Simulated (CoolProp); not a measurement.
Vapour-liquid equilibrium of n-octane (1) + n-dodecane (2) at 308 K; x and y are mole fractions of (1).

Values from CoolProp's multi-fluid Helmholtz-energy mixture model, Beckmüller 2019 and Lemmon 2004; pair parameters Bell 2016.

Q: Give the bubble pressure and the first vapour's composition at x = 0.25, 0.55, 0.95. Is there an azeotrope?

A: x = 0.25: 0.007831 bar, y = 0.962; x = 0.55: 0.01735 bar, y = 0.990; x = 0.95: 0.03035 bar, y = 0.999. No azeotrope shows between x = 0.05 and 0.95.

Pair parameters are fitted to limited data, so mixtures are less certain than the pure fluids.
